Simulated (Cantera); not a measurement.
An isothermal, constant-pressure homogeneous reactor starts with NO : N2 = 1 : 0.12 (molar parts), at 1800 K and 0.390 bar. Integrator tolerance rtol = 1e-08.

Computed with Cantera and GRI-Mech 3.0 (53 species, 325 reactions).

Problem. What does this change do: 0.038 parts H2O added?

Solution. 
```csv
quantity,before,after
x(NO) at 30.0 s,0.0792 (gas-phase equilibrium 0.00507),0.0778 (gas-phase equilibrium 0.00491)
x(O) at 30.0 s,0.000125 (gas-phase equilibrium 0.000131),0.000123 (gas-phase equilibrium 0.000128)
x(O2) at 30.0 s,0.407 (gas-phase equilibrium 0.444),0.392 (gas-phase equilibrium 0.429)
x(NO2) at 30.0 s,0.000172 (gas-phase equilibrium 1.15e-5),0.000166 (gas-phase equilibrium 1.10e-5)
x(N2) at 30.0 s,0.514 (gas-phase equilibrium 0.551),0.496 (gas-phase equilibrium 0.533)
x(N2O) at 30.0 s,2.36e-6 (gas-phase equilibrium 1.52e-7),1.94e-6 (gas-phase equilibrium 1.45e-7)
```
